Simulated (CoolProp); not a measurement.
Vapour-liquid equilibrium of R22 (1) + R152A (2) at 2.97 bar; x and y are mole fractions of (1).

Model: multi-fluid Helmholtz-energy mixture model, Kamei 1995 and Outcalt 1996; pair parameters Bell 2016, in CoolProp.

**Question.** Give the bubble temperature and the first vapour's composition at x = 0.35, 0.5, 0.65. Is there an azeotrope?

**Answer.** x = 0.35: 270.2 K, y = 0.477; x = 0.5: 267.4 K, y = 0.641; x = 0.65: 264.5 K, y = 0.779. No azeotrope shows between x = 0.05 and 0.95.

The pair parameters rest on a limited set of measurements; away from them the model extrapolates.
